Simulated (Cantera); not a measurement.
An adiabatic, constant-volume homogeneous reactor starts with H2 : O2 : N2 : H2O = 1 : 0.5 : 1.88 : 0.088 (molar parts), at 1723 K and 0.642 atm.

Cantera simulation using the H2/O2 subset of GRI-Mech 3.0, which has no nitrogen chemistry; the numbers are that mechanism's predictions, not measurements.

One state of this run: T (K) = 2959; P (bar) = 1.03; x H2 = 0.0622; x O2 = 0.0219; x H2O = 0.239; x H2O2 = 5.84e-7; x HO2 = 1.12e-5; x O = 0.0144; x H = 0.0344. x: mole fraction; the columns are a selection and need not sum to one.

Question: Which value of t (s) does it belong to?
(A) 1.74e-5
(B) 7.37e-5
(C) 2.00e-6
(D) 0.000641

Answer: D, 0.000641
